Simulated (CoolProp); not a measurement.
Vapour-liquid equilibrium of ethanol (1) + n-nonane (2) at 125.05 °C; x and y are mole fractions of (1).

The numbers come from the multi-fluid Helmholtz-energy mixture model, Schroeder 2014 and Lemmon 2006; pair parameters Bell 2016 in CoolProp.

Give the bubble pressure and the first vapour's composition at x = 0.05, 0.8, 0.95. Is there an azeotrope?

x = 0.05: 0.1370 MPa, y = 0.646; x = 0.8: 0.4536 MPa, y = 0.929; x = 0.95: 0.4855 MPa, y = 0.974. No azeotrope shows between x = 0.05 and 0.95.

Pair parameters are fitted to limited data, so mixtures are less certain than the pure fluids. With so large a gap from Raoult's law the liquid may split in two, which this calculation doesn't test in full.
